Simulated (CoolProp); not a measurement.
A closed Brayton cycle with carbon dioxide: compressor inlet 322.15 K and 8.3 MPa, high pressure 18.1 MPa, turbine inlet 635 K, compressor efficiency 0.8, turbine efficiency 0.93, recuperator effectiveness 0.8 (on enthalpy, no pinch check). Each further row changes one setting.

Values from CoolProp's reference Helmholtz-energy equation of state, Span 1996.

| case | thermal efficiency (%) | net work (kJ/kg) | compressor to turbine work | compressor exit (K) | turbine exit (K) |
|---|---|---|---|---|---|
| as stated | 21.6 | 40.3 | 0.49 | 386.0 | 551.7 |
| turbine inlet 585 K | 19.2 | [?] | [?] | 386.0 | [?] |
| compressor inlet 332.15 K | [?] | [?] | 0.56 | [?] | 551.7 |
| high pressure 15.4 MPa | [?] | 34.2 | [?] | 372.4 | 568.7 |
| recuperator effectiveness 0.5 | 16.5 | 40.3 | 0.49 | 386.0 | 551.7 |

Fill in the missing entries.


- turbine inlet 585 K, net work (kJ/kg): 32.2
- turbine inlet 585 K, compressor to turbine work: 0.54
- turbine inlet 585 K, turbine exit (K): 505.0
- compressor inlet 332.15 K, thermal efficiency (%): 20.0
- compressor inlet 332.15 K, net work (kJ/kg): 34.5
- compressor inlet 332.15 K, compressor exit (K): 401.8
- high pressure 15.4 MPa, thermal efficiency (%): 20.2
- high pressure 15.4 MPa, compressor to turbine work: 0.46
